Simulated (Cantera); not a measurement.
A Cantera script and its output.

```python
import numpy as np
import cantera as ct

gas = ct.Solution("SiF4_NH3_mec.yaml", "gas")
gas.TPX = 2300, 50000, {'NH3': 0.23, 'H2': 2.1}
inlet = ct.Reservoir(gas, clone=True)

reactor = ct.IdealGasConstPressureReactor(gas, energy="off", clone=False)
exhaust = ct.Reservoir(gas, clone=True)
tau = [1.2, 0.64, 0.35, 0.2, 0.11, 0.059, 0.033, 0.018, 0.01][0]
for a, b in ((inlet, reactor), (reactor, exhaust)):
    ct.MassFlowController(a, b, mdot=lambda t: reactor.mass / tau)
net = ct.ReactorNet([reactor])
show = ['NH3', 'H2', 'N2H4', 'N', 'NH']

rows = []
print(f"{'tau/s':>10s}{'T/K':>9s}" + "".join(f"{s:>11s}" for s in show))
for tau in [1.2, 0.64, 0.35, 0.2, 0.11, 0.059, 0.033, 0.018, 0.01]:
    net.initial_time = 0.0
    net.advance(30 * tau)
    before = gas.X
    net.advance(40 * tau)
    drift = np.max(np.abs(gas.X - before) / (gas.X + 1e-9))
    rows.append([gas.T, *gas[show].X, drift])
    print(f"{tau:10.3e}{gas.T:9.1f}" + "".join(f"{x:11.3e}" for x in gas[show].X))
```

Output:

```
     tau/s      T/K        NH3         H2       N2H4          N         NH
 1.200e+00   2300.0  4.720e-04  9.420e-01  1.206e-11  4.044e-06  6.302e-06
 6.400e-01   2300.0  6.692e-04  9.422e-01  2.329e-11  5.398e-06  8.582e-06
 3.500e-01   2300.0  9.627e-04  9.424e-01  4.492e-11  6.977e-06  1.149e-05
 2.000e-01   2300.0  1.412e-03  9.429e-01  8.587e-11  8.554e-06  1.496e-05
 1.100e-01   2300.0  2.320e-03  9.436e-01  1.843e-10  9.935e-06  1.950e-05
 5.900e-02   2300.0  4.505e-03  9.443e-01  4.568e-10  1.022e-05  2.480e-05
 3.300e-02   2300.0  9.207e-03  9.436e-01  1.119e-09  9.315e-06  2.961e-05
 1.800e-02   2300.0  1.819e-02  9.401e-01  2.585e-09  8.290e-06  3.441e-05
 1.000e-02   2300.0  3.084e-02  9.341e-01  4.985e-09  7.649e-06  3.893e-05
```

Model: the gas-phase N/H chemistry of the illustrative SiF4/NH3 mechanism in the Surface Chemkin manual (1991), integrated in Cantera. Walls and surfaces, which speed up NH3 decomposition in real reactors, are not modelled.
